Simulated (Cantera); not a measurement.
Charge: 1 mol FeS2, 1.8 mol SO3, 0.91 mol N2, equilibrated at 800 K and 0.880 bar.

Cantera equilibrium calculation (NASA polynomials, part measured and part estimated; ideal gas, pure solids and liquids). Candidate condensed phases: Fe, FeO, FeS, FeSO4, FeS2, Fe2O3, Fe2(SO4)3, Fe3O4, S; 19 gas species. Gases not in the tables: S3 to S7. The numbers say what is thermodynamically allowed, not how fast it happens.

Base state: SO2 0.730, N2 0.269, S2 0.00137, S2O 0.000387 (mole fractions); condensed: FeS2(s) + Fe3O4(s).

Problem. What changes in the equilibrium state with this change: SO3 from 1.8 to 0.086 mol?

Solution. 
| species | before | after |
|---|---|---|
| N2 | 0.269 | 0.885 |
| SO2 | 0.730 | 0.115 |
| S2 | 0.00137 | 0.000543 |
| S2O | 0.000387 | 7.65e-5 |
| FeS2(s), mol | 0.658 | 0.983 |
| Fe3O4(s), mol | 0.114 | 0.00553 |
